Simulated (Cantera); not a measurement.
Feed: 1 mol HMDSO, 1.4 mol O₂, 2.1 mol N₂, 6.3 mol N₂O, equilibrated at 4.35 Torr.

Equilibrium computed with Cantera from the NASA thermochemical tables; the gas is ideal and each condensed phase is pure. Candidate condensed phases: C, C₆H₆, C₇H₈, C₈H₁₈, H₂O, Si, SiC, SiO₂, Si₂N₂O, Si₃N₄; 151 gas species. The feed counts by its element totals alone. The tables hold silica as quartz up to 1696 K and as liquid above; real silica turns to tridymite and cristobalite and melts near 1996 K. Rates play no part.

### Question
Which condensed phases are stable at each of these points (T (K)): 925, 1025, 1125, 1225, 1325, 1425, 1525, 1625, 1725, 1825?

### Answer
```csv
T (K),condensed phases,Si condensed (%)
925,SiO₂(β-quartz),100.0
1025,SiO₂(β-quartz),100.0
1125,SiO₂(β-quartz),100.0
1225,SiO₂(β-quartz),100.0
1325,SiO₂(β-quartz),100.0
1425,SiO₂(β-quartz),100.0
1525,SiO₂(β-quartz),99.9
1625,SiO₂(β-quartz),99.1
1725,SiO₂(condensed),95.0
1825,SiO₂(condensed),83.2
```

From 925 K to 1625 K the condensed part is SiO₂(β-quartz). From 1725 K to 1825 K the condensed part is SiO₂(condensed).
